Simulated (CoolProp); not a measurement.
R1224YDZ at several states: density (kg/m³) from the reference equation and from simpler models built on Tc = 155.5 °C, pc = 3.334 MPa, ω = 0.325; each cubic takes its own stable root.

Computed with CoolProp (reference Helmholtz-energy equation of state, Akasaka 2023).

| T (°C) | p (MPa) | phase | reference | van der Waals | Soave-Redlich-Kwong | Peng-Robinson |
|---|---|---|---|---|---|---|
| 130.15 | 2.94 | liquid | … | … | 813.5 | 916.4 |
| -31.85 | 1.23 | liquid | … | … | 1347 | 1517 |
| 168.35 | 9.78 | supercritical | 950.2 | … | … | … |
| -34.65 | 0.253 | liquid | … | 881.2 | 1349 | 1520 |

Question: Complete the blanks.

Answer: 
- 130.15, reference: 986.2
- 130.15, van der Waals: 584.5
- -31.85, reference: 1508
- -31.85, van der Waals: 882.9
- 168.35, van der Waals: 682.6
- 168.35, Soave-Redlich-Kwong: 825.2
- 168.35, Peng-Robinson: 914.4
- -34.65, reference: 1513
